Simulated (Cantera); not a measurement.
Input (Python, Cantera):

```python
import numpy as np
import cantera as ct

gas = ct.Solution("gri30.yaml")
gas.TPX = 1898, 51000, {'CH4': 1, 'H2': 54}
reactor = ct.IdealGasConstPressureReactor(gas, energy="off", clone=False)
net = ct.ReactorNet([reactor])
net.rtol, net.atol = 1e-08, 1e-18
show = ['CH4', 'H2', 'H', 'C2H6', 'C2H', 'C2H4', 'CH3']
times = np.geomspace(9e-06, 1, 10)

steps = ct.SolutionArray(gas, extra=["t"])
rows = []
print(f"{'t/s':>10s}{'T/K':>9s}{'P/Pa':>11s}" + "".join(f"{s:>11s}" for s in show))
for t in times:
    while net.time < t:
        t_next = net.step()
        steps.append(gas.state, t=t_next)
    rows.append([np.interp(t, steps.t, y) for y in (steps.T, steps.P, *steps(*show).X.T)])
    print(f"{t:10.3e}{rows[-1][0]:9.1f}{rows[-1][1]:11.4g}" + "".join(f"{x:11.3e}" for x in rows[-1][2:]))
rate = np.gradient(steps.T, steps.t)
print("integrator steps:", len(steps.t))
if steps.T.max() > steps.T[0] + 200:
    print(f"time of steepest temperature rise: {steps.t[rate.argmax()]:.4e} s")
gas.TPX = 1898, 51000, {'CH4': 1, 'H2': 54}
gas.equilibrate("TP")
print(f"equilibrium (TP): T = {gas.T:.1f} K  " + "  ".join(f"{s} {gas[s].X[0]:.3e}" for s in show))
```

Result:

```
       t/s      T/K       P/Pa        CH4         H2          H       C2H6        C2H       C2H4        CH3
 9.000e-06   1898.0    5.1e+04  1.817e-02  9.818e-01  3.080e-05  9.706e-10  1.679e-18  9.087e-10  1.227e-05
 3.273e-05   1898.0    5.1e+04  1.814e-02  9.817e-01  1.133e-04  2.812e-08  1.407e-15  4.247e-08  4.264e-05
 1.190e-04   1898.0    5.1e+04  1.803e-02  9.814e-01  3.952e-04  4.333e-07  1.524e-12  1.845e-06  1.455e-04
 4.327e-04   1898.0    5.1e+04  1.769e-02  9.810e-01  9.464e-04  1.900e-06  5.207e-10  2.303e-05  3.403e-04
 1.573e-03   1898.0    5.1e+04  1.681e-02  9.813e-01  1.062e-03  2.045e-06  6.372e-09  3.014e-05  3.627e-04
 5.721e-03   1898.0    5.1e+04  1.428e-02  9.826e-01  1.067e-03  1.483e-06  2.431e-08  3.036e-05  3.091e-04
 2.080e-02   1898.0    5.1e+04  9.206e-03  9.852e-01  1.078e-03  6.261e-07  6.049e-08  3.443e-05  2.008e-04
 7.563e-02   1898.0    5.1e+04  4.078e-03  9.879e-01  1.089e-03  1.296e-07  9.759e-08  4.357e-05  8.970e-05
 2.750e-01   1898.0    5.1e+04  1.689e-03  9.891e-01  1.095e-03  2.848e-08  1.151e-07  4.957e-05  3.733e-05
 1.000e+00   1898.0    5.1e+04  1.319e-03  9.893e-01  1.097e-03  2.035e-08  1.179e-07  5.060e-05  2.918e-05
integrator steps: 792
equilibrium (TP): T = 1898.0 K  CH4 1.318e-03  H2 9.893e-01  H 1.097e-03  C2H6 2.032e-08  C2H 1.179e-07  C2H4 5.061e-05  CH3 2.914e-05
```

Detailed kinetics in Cantera: GRI-Mech 3.0 (53 species, 325 reactions). GRI-Mech 3.0 stops at C3 and has no aromatics, soot or wall deposition, so with more carbon than oxygen in the feed, carbon stays in small species such as C2H2 where larger ones or solid carbon would form.
